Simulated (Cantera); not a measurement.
Charge: 1 mol ZrN, 2.2 mol N2, equilibrated at 98.0 Pa.

Cantera equilibrium calculation (NASA polynomials, part measured and part estimated; ideal gas, pure solids and liquids). Candidate condensed phases: Zr, ZrN; 9 gas species. Ions and electrons are included (thermal ionisation). Rates play no part. All values below are at 4500 K.

Base state: N2 0.546, Zr 0.242, N 0.212 (mole fractions); condensed: gas only.

### Question
What changes in the equilibrium state with this change: 1.6 mol H2 added?

### Answer
```
species   before    after
-------  -------  -------
H              0    0.428
N2         0.546    0.285
N          0.212    0.153
Zr         0.242    0.134
H2             0  1.50e-5
H+             0  1.00e-5
e-       5.19e-6  1.16e-5
```
